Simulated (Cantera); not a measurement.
A perfectly stirred reactor is fed with C3H8 : O2 : N2 = 1 : 9.26 : 34.8 (molar parts), at 5.00 bar; it is adiabatic with a 500 K inlet, and is followed from long to short residence time, starting on the burning branch (τ in s: 0.04, 0.012, 0.0038, 0.0012, 0.00036, 0.00011, 3.4e-05, 1e-05, 3.2e-06).

Model: GRI-Mech 3.0 (53 species, 325 reactions), integrated in Cantera. GRI-Mech 3.0 was tuned for natural gas; its chemistry of propane as a main component is partial and can be far from experiment.

x: mole fraction; the columns are a selection and need not sum to one.

```tsv
τ (s)	T (K)	x C3H8	x O2	x H2	x CO	x HCO
0.040	1745	1.18e-6	0.0925	2.38e-5	0.000253	6.79e-9
0.012	1741	2.92e-6	0.0926	5.01e-5	0.000583	2.34e-8
0.0038	1732	6.63e-6	0.0929	0.000104	0.00130	7.80e-8
0.0012	1715	___	0.0937	___	___	___
0.00036	1674	3.76e-5	0.0959	0.000476	0.00706	9.72e-7
0.00011	500	0.0222	0.206	<1e-12	<1e-12	<1e-12
3.4e-5	500	0.0222	0.206	<1e-12	<1e-12	<1e-12
1.0e-5	500	0.0222	0.206	<1e-12	<1e-12	<1e-12
3.2e-6	500	0.0222	0.206	<1e-12	<1e-12	<1e-12
```

Question: Fill in the missing entries.

Answer: 
- 0.0012, x C3H8: 1.49e-5
- 0.0012, x H2: 0.000219
- 0.0012, x CO: 0.00292
- 0.0012, x HCO: 2.66e-7
